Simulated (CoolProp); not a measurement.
Saturation properties of CHF3 (R23) (Tc = 299.3 K, pc = 4.832 MPa, ω = 0.263).

Computed with CoolProp (reference Helmholtz-energy equation of state, Penoncello 2003).

```json
[
 {"T (K)": "187.2", "p (MPa)": "0.08028", "vapour density (kg/m³)": "3.749", "liquid conductivity (mW/(m K))": "139"},
 {"T (K)": "189.8", "p (MPa)": "0.09376", "vapour density (kg/m³)": "4.335", "liquid conductivity (mW/(m K))": "136"},
 {"T (K)": "192.3", "p (MPa)": "0.1084", "vapour density (kg/m³)": "4.966", "liquid conductivity (mW/(m K))": "134"},
 {"T (K)": "194.9", "p (MPa)": "0.1254", "vapour density (kg/m³)": "5.695", "liquid conductivity (mW/(m K))": "132"},
 {"T (K)": "197.5", "p (MPa)": "0.1444", "vapour density (kg/m³)": "6.506", "liquid conductivity (mW/(m K))": "130"},
 {"T (K)": "200", "p (MPa)": "0.1649", "vapour density (kg/m³)": "7.369", "liquid conductivity (mW/(m K))": "128"},
 {"T (K)": "202.6", "p (MPa)": "0.1884", "vapour density (kg/m³)": "8.360", "liquid conductivity (mW/(m K))": "125"},
 {"T (K)": "205.1", "p (MPa)": "0.2134", "vapour density (kg/m³)": "9.408", "liquid conductivity (mW/(m K))": "124"},
 {"T (K)": "207.7", "p (MPa)": "0.2421", "vapour density (kg/m³)": "10.60", "liquid conductivity (mW/(m K))": "122"},
 {"T (K)": "210.3", "p (MPa)": "0.2737", "vapour density (kg/m³)": "11.92", "liquid conductivity (mW/(m K))": "120"},
 {"T (K)": "212.8", "p (MPa)": "0.3070", "vapour density (kg/m³)": "13.30", "liquid conductivity (mW/(m K))": "118"},
 {"T (K)": "215.4", "p (MPa)": "0.3448", "vapour density (kg/m³)": "14.87", "liquid conductivity (mW/(m K))": "116"}
]
```

It boils at 191.1 K under 1 atm.

Thermal conductivity comes from a separate model (Shan 2000).
